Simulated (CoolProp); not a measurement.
100 sccm (0 °C, 1 atm) of nitrogen bubbles through liquid n-nonane at 344.6 K and leaves saturated at a total pressure of 0.0346 MPa (ideal gas phase). Each further row changes one setting.

Model: reference Helmholtz-energy equation of state, Lemmon 2006, in CoolProp. It is a short technical equation, of lower accuracy than the large ones.

```csv
case,vapour pressure (kPa),mole fraction of vapour,delivery (mg/min),delivery (sccm),change of delivery for a bath 1 K warmer (%)
as stated,6.73,0.195,(withheld),24.2,5.6
bath temperature 349.6 K,(withheld),(withheld),182,31.9,(withheld)
total pressure 0.0692 MPa,6.73,(withheld),(withheld),(withheld),(withheld)
```

Question: What belongs in the gaps?

Answer: 
- as stated, delivery (mg/min): 138
- bath temperature 349.6 K, vapour pressure (kPa): 8.36
- bath temperature 349.6 K, mole fraction of vapour: 0.242
- bath temperature 349.6 K, change of delivery for a bath 1 K warmer (%): 5.8
- total pressure 0.0692 MPa, mole fraction of vapour: 0.0973
- total pressure 0.0692 MPa, delivery (mg/min): 61.7
- total pressure 0.0692 MPa, delivery (sccm): 10.8
- total pressure 0.0692 MPa, change of delivery for a bath 1 K warmer (%): 5.0
